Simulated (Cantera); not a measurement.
A closed system holds: 1 mol Si, 3.1 mol HBr, 41 mol N₂, held at 1050 K and 0.133 bar.

Method: chemical equilibrium by Gibbs-energy minimisation in Cantera with the NASA 1993 tables (ideal gas, pure condensed phases). Candidate condensed phases: Br₂, Si, Si₃N₄; 28 gas species. N₂ is the only nitrogen source here; it is nearly inert below about 1500 K, so the nitride shown seldom forms there in practice. Rates play no part.

Base state: N₂ 0.932, HBr 0.0583, H₂ 0.00658, SiBr₄ 0.00328, Br 1.81e-5 (mole fractions); condensed: Si₃N₄(s).

**Question.** What changes in the equilibrium state with this change: pressure from 0.133 bar to 46.0 Pa?

**Answer.** 
```
species         before     after
-------------  -------  --------
N₂               0.932     0.930
HBr             0.0583    0.0634
H₂             0.00658   0.00402
SiBr₄          0.00328   0.00186
SiBr₂          6.76e-7   5.73e-5
Br             1.81e-5  0.000428
SiBr₃          3.61e-6   2.50e-5
Si₃N₄(s), mol    0.286     0.305
```
The tables' values for SiBr₃ are old estimates; treat these amounts as uncertain.
